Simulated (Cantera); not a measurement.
A closed system holds: 1 mol MgCO3, 2.5 mol CO2, 5.8 mol H2, held at 2073.15 K and 0.00540 bar.

Method: chemical equilibrium by Gibbs-energy minimisation in Cantera with the NASA 1993 tables (ideal gas, pure condensed phases). Candidate condensed phases: C, C6H6, C7H8, C8H18, H2O, Mg, MgCO3, MgO, Mg(OH)2; 116 gas species. Kinetics and transport are ignored.

Base state: H2O 0.308, CO 0.303, H2 0.293, CO2 0.0659, H 0.0194, Mg 0.00733, OH 0.00232, MgOH 0.000173 (mole fractions); condensed: MgO(s).

Task: What changes in the equilibrium state with this change: temperature from 2073.15 K to 725 K?

Result: 
| species | before | after |
|---|---|---|
| H2 | 0.293 | 0.490 |
| CO2 | 0.0659 | 0.251 |
| H2O | 0.308 | 0.131 |
| CO | 0.303 | 0.125 |
| H | 0.0194 | <1e-9 |
| Mg | 0.00733 | <1e-9 |
| CH4 | <1e-9 | 0.00322 |
| OH | 0.00232 | <1e-9 |
| MgOH | 0.000173 | <1e-9 |
| O | 0.000110 | <1e-9 |
| O2 | 4.96e-5 | <1e-9 |
| MgO(s), mol | 0.929 | 1.00 |
